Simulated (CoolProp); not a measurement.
Properties of fluoroethane (R161) at several states.

The numbers come from the reference Helmholtz-energy equation of state, Wu 2012 in CoolProp.

```csv
T (K),p (bar),phase,density (kg/m³),cp (kJ/(kg K)),isothermal compressibility (1/MPa),expansivity (1/kK),fugacity coefficient
187.3,2.57,liquid,882.8,1.939,0.0008167,1.466,0.02187
420.2,50,gas,95.09,2.274,0.2889,6.646,0.7723
380.2,0.349,gas,0.5318,1.490,28.72,2.651,0.9976
188.5,0.26,liquid,881.0,1.937,0.0008291,1.472,0.2353
190.8,1.77,liquid,878.2,1.932,0.0008490,1.478,0.04136
```
